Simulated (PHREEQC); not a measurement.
0.021 g of hydrous ferric oxide (600 m²/g; 0.2 weak and 0.005 strong sites per Fe, Dzombak-Morel constants, diffuse double layer) in 1 kg of water with 0.1 mol/kgw of an inert sodium salt and 0.059 mmol/kgw Na2SO4, 0.00016 mmol/kgw CuCl2 and 0.00051 mmol/kgw ZnSO4, at 25 °C; the pH is set by adding NaOH or the inert anion's acid. Oxygen is held at 0.21 atm. No CO2 enters from the air. No solid was allowed to form.

All values are PHREEQC results (ion-association model, wateq4f.dat), not measurements.

```
pH   S sorbed (%)  Cu sorbed (%)  Zn sorbed (%)  surface charge σ (C/m²)  surface potential ψ (mV)
---  ------------  -------------  -------------  -----------------------  ------------------------
4            20.1            0.2            0.0                    0.168                       114
4.5          18.0            1.9            0.0                    0.159                       111
5            14.4           14.1            0.2                    0.142                       105
5.5           9.6           54.9            1.3                    0.119                        97
6             5.0           88.8            7.9                    0.095                        86
6.5           1.8           97.8           33.6                    0.069                        71
7             0.4           99.4           74.0                    0.045                        52
7.5           0.1           99.5           95.0                    0.023                        30
8             0.0           99.5           99.3                    0.005                         7
8.5           0.0           99.4           99.9                   -0.013                       -18
9             0.0           99.2           99.9                   -0.033                       -41
9.5           0.0           98.9           99.9                   -0.058                       -63
10            0.0           98.3           99.9                   -0.092                       -84
```

The database's constant for dissolved Cu(OH)2 is higher than later reviews accept.
